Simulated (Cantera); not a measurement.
An isothermal, constant-pressure homogeneous reactor starts with CH₄ : H₂ = 1 : 2 (molar parts), at 1648 K and 20.0 Torr.

Computed with Cantera and GRI-Mech 3.0 (53 species, 325 reactions). GRI-Mech 3.0 stops at C3 and has no aromatics, soot or wall deposition, so with more carbon than oxygen in the feed, carbon stays in small species such as C2H2 where larger ones or solid carbon would form. Radical loss at walls, strong at low pressure, is not modelled.

Q: Predict: x(CH₄) at 2.00 s; x(H₂) at 2.00 s; x(C₂H₂) at 2.00 s; x(CH₃) at 2.00 s; x(C₂H) at 2.00 s; x(CH₂) at 2.00 s.

A: 
- x(CH₄) at 2.00 s = 0.0241 (gas-phase equilibrium 0.00152)
- x(H₂) at 2.00 s = 0.859 (gas-phase equilibrium 0.874)
- x(C₂H₂) at 2.00 s = 0.116 (gas-phase equilibrium 0.124)
- x(CH₃) at 2.00 s = 0.000256 (gas-phase equilibrium 1.82e-5)
- x(C₂H) at 2.00 s = 2.62e-7 (gas-phase equilibrium 3.15e-7)
- x(CH₂) at 2.00 s = 1.20e-7 (gas-phase equilibrium 1.05e-8)
